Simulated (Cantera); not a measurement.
An adiabatic, constant-pressure homogeneous reactor starts with 12.5 % CO, 1.88 % H2, 18.0 % O2, 67.6 % N2, at 1073 K and 3.20 bar.

Detailed kinetics in Cantera: GRI-Mech 3.0 (53 species, 325 reactions). The hydrogen kinetics of GRI-Mech 3.0 are dated; newer H2 mechanisms differ, most at raised pressure.

Problem. Predict: time of steepest temperature rise; temperature at 2.00 s; equilibrium temperature; x(CO) at 2.00 s; x(H2) at 2.00 s; x(O2) at 2.00 s; x(NO2) at 2.00 s; x(O) at 2.00 s.

Solution. 
| Quantity | Value |
|---|---|
| time of steepest temperature rise | 0.411 ms |
| temperature at 2.00 s | 2154 K |
| equilibrium temperature | 2154 K |
| x(CO) at 2.00 s | 0.000979 (gas-phase equilibrium 0.000979) |
| x(H2) at 2.00 s | 2.80e-5 (gas-phase equilibrium 2.80e-5) |
| x(O2) at 2.00 s | 0.113 (gas-phase equilibrium 0.113) |
| x(NO2) at 2.00 s | 1.42e-5 (gas-phase equilibrium 1.42e-5) |
| x(O) at 2.00 s | 0.000379 (gas-phase equilibrium 0.000379) |
